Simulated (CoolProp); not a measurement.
Properties of octamethyltrisiloxane (MDM) at several states.

The numbers come from the reference Helmholtz-energy equation of state, Thol 2017 in CoolProp.

| T (°C) | p (kPa) | phase | density (kg/m³) | cp (kJ/(kg K)) | cv (kJ/(kg K)) | speed of sound (m/s) | expansivity (1/kK) | fugacity coefficient |
|---|---|---|---|---|---|---|---|---|
| 33.85 | 50.1 | liquid | 806.4 | 1.803 | 1.491 | 886.4 | 1.253 | 0.01748 |
| 233.65 | 4780 | liquid | 599.3 | 2.279 | 1.980 | 385.3 | (withheld) | 0.1427 |
| 248.35 | 2260 | liquid | (withheld) | (withheld) | 2.018 | 281.0 | 3.227 | 0.2889 |
| 101.55 | 414 | liquid | 736.1 | 1.973 | 1.658 | 667.9 | 1.496 | 0.05188 |
| 245.45 | 799 | liquid | 529.8 | 2.470 | 2.018 | 227.0 | 4.551 | 0.6794 |
| 281.15 | 394 | gas | 22.67 | 2.097 | 2.032 | 125.7 | (withheld) | (withheld) |

**Question.** Some entries are withheld; supply them.

**Answer.** 
- 233.65, expansivity (1/kK): 2.137
- 248.35, density (kg/m³): 551.0
- 248.35, cp (kJ/(kg K)): 2.381
- 281.15, expansivity (1/kK): 2.771
- 281.15, fugacity coefficient: 0.9021
